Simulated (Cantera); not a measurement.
**Oxide etching and cleaning by halides: B2O3 + HCl + O2**

Charge: 1 mol B2O3, 46 mol HCl, 15 mol O2, held at 1848.15 K and 750 Torr.

Cantera equilibrium calculation (NASA polynomials, part measured and part estimated; ideal gas, pure solids and liquids). Candidate condensed phases: B, B2O3, B3O3H3, H2O; 33 gas species. The tables' values for BOCl are old estimates; treat these amounts as uncertain. The numbers say what is thermodynamically allowed, not how fast it happens.

| Quantity | Result |
|---|---|
| x(HCl) | 0.596 |
| x(O2) | 0.205 |
| x(Cl) | 0.0736 |
| x(H2O) | 0.0579 |
| x(Cl2) | 0.0349 |
| x(HBO2) | 0.0286 |
| x(B2O3) | 0.00114 |
| x(BOCl) | 0.000939 |
| x(OH) | 0.000692 |
| gas amount | 62.07 mol |
| log10 activity of B(s) (absent) | -11.73 |
| log10 activity of B3O3H3(s) (absent) | -26.09 |
